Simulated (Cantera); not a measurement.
Formation from one mole of Cl2

Cantera with NASA thermochemical tables; ideal gases at 1 bar, condensed phases pure. Values are per mole of reaction as written; species without (g) are pure solids or liquids, kept so even where they would boil at 1 bar.

0.6667 Al + Cl2(g) = 0.6667 AlCl3

| T (K) | ΔH° (kJ) | ΔS° (J/K) | ΔG° (kJ) | log10 K | condensed phases |
|---|---|---|---|---|---|
| 300 | -470.4 | -169.0 | -419.7 | 73.07 | Al(s), AlCl3(s) |
| 498 | -443.6 | -110.5 | -388.6 | 40.76 | Al(s), AlCl3(l) |
| 523 | -442.9 | -109.1 | -385.8 | 38.53 | Al(s), AlCl3(l) |
| 548 | -442.1 | -107.7 | -383.1 | 36.52 | Al(s), AlCl3(l) |
| 573 | -441.4 | -106.4 | -380.4 | 34.68 | Al(s), AlCl3(l) |

0.5 Si + Cl2(g) = 0.5 SiCl4(g)

```csv
T (K),ΔH° (kJ),ΔS° (J/K),ΔG° (kJ),log10 K
300,-331.4,-67.0,-311.3,54.20
498,-331.0,-66.1,-298.1,31.27
523,-331.0,-66.0,-296.5,29.61
548,-330.9,-65.9,-294.8,28.10
573,-330.8,-65.7,-293.2,26.72
```

Ca + Cl2(g) = CaCl2

```json
[
 {"T (K)": "300", "ΔH° (kJ)": "-795.8", "ΔS° (J/K)": "-160.9", "ΔG° (kJ)": "-747.5", "log10 K": "130.15"},
 {"T (K)": "498", "ΔH° (kJ)": "-793.2", "ΔS° (J/K)": "-154.3", "ΔG° (kJ)": "-716.4", "log10 K": "75.14"},
 {"T (K)": "523", "ΔH° (kJ)": "-792.9", "ΔS° (J/K)": "-153.7", "ΔG° (kJ)": "-712.5", "log10 K": "71.16"},
 {"T (K)": "548", "ΔH° (kJ)": "-792.6", "ΔS° (J/K)": "-153.1", "ΔG° (kJ)": "-708.7", "log10 K": "67.55"},
 {"T (K)": "573", "ΔH° (kJ)": "-792.3", "ΔS° (J/K)": "-152.6", "ΔG° (kJ)": "-704.9", "log10 K": "64.25"}
]
```

H2(g) + Cl2(g) = 2 HCl(g)

```csv
T (K),ΔH° (kJ),ΔS° (J/K),ΔG° (kJ),log10 K
300,-184.6,20.0,-190.6,33.19
498,-185.8,17.0,-194.3,20.38
523,-186.0,16.7,-194.7,19.45
548,-186.2,16.3,-195.1,18.60
573,-186.3,16.0,-195.5,17.82
```
